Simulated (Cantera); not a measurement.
## Catalytic stagnation flow on Pt

A jet of 5.69 % CH₄, 6.14 % O₂, 88.2 % N₂, equivalence ratio 1.9 at 300 K and 203 Torr hits a platinum plate 2.7 cm away at a mass flux of 0.049 kg/m²/s; the plate temperature is set and raised in steps from an oxygen-covered start.

Model: Deutschmann's 1995 Pt surface mechanism with GRI-Mech 3.0 gas chemistry, integrated in Cantera. Catalytic surfaces can have several steady states; this one follows from the mechanism file's or the stated starting coverage.

| plate T (K) | wall x CH₄ | wall x O₂ | wall x H₂O | wall x OH | wall x CO | wall x CO₂ | θ free Pt | θ H* | θ CO* | θ C* |
|---|---|---|---|---|---|---|---|---|---|---|
| 900 | 0.0205 | 0.00594 | 0.0627 | <1e-8 | 0.0381 | 5.33e-5 | 0.236 | 0.00142 | 0.194 | 0.568 |
| 950 | 0.0164 | 0.00469 | 0.0608 | <1e-8 | 0.0424 | 4.64e-5 | 0.277 | 0.00218 | 0.120 | 0.601 |
| 1000 | 0.00879 | 0.00251 | 0.0572 | <1e-8 | 0.0502 | 9.77e-5 | 0.397 | 0.00314 | 0.128 | 0.471 |
| 1050 | 0.00307 | 0.000964 | 0.0540 | <1e-8 | 0.0555 | 0.000713 | 0.669 | 0.00399 | 0.191 | 0.137 |
| 1100 | 0.00205 | 0.000685 | 0.0521 | <1e-8 | 0.0550 | 0.00247 | 0.816 | 0.00381 | 0.143 | 0.0375 |
| 1150 | 0.00172 | 0.000600 | 0.0496 | <1e-8 | 0.0528 | 0.00547 | 0.895 | 0.00347 | 0.0889 | 0.0130 |
x: mole fraction at the wall; θ: surface coverage.
